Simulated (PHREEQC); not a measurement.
Dissolve 0.056 mol CdCl2, 9e-05 mol H3BO3 and 0.00032 mol NiCl2 per kg of water at 15 °C. It is in equilibrium with CO2 at log p = -1 (atm). Otherwise closed; pH follows from the charge balance.

Computed with PHREEQC (ion-association model, wateq4f.dat).

Each row changes one thing in this solution. This is a speciation only: nothing precipitates in the calculation.

| case | pH | ionic strength (mol/kgw) | Cl- (mol/kgw) | CdCl+ (mol/kgw) | Cd+2 (mol/kgw) | CdCl2 (mol/kgw) | SI of Otavite (CdCO3) | SI of CdOHCl (CdOHCl) |
|---|---|---|---|---|---|---|---|---|
| as made | 4.33 | 0.0807 | 0.0654 | 0.0353 | 0.0148 | 0.00567 | -0.65 | -2.90 |
| CdCl2 from 0.056 to 0.0112 mol/kgw | 4.35 | 0.0235 | 0.0174 | 0.00515 | 0.00578 | 0.000265 | -0.88 | -3.68 |
| CdCl2 from 0.056 to 0.28 mol/kgw | 4.31 | 0.259 | 0.220 | 0.169 | 0.0294 | 0.0727 | -0.53 | -2.27 |
| temperature from 15 to 45 °C | 4.43 | 0.0791 | 0.0642 | 0.0353 | 0.0143 | 0.00606 | -0.45 | -2.31 |

Complexes and solids missing from the database can't appear. At this temperature some constants are extrapolated from 25 °C, and those without enthalpy data are left unchanged.
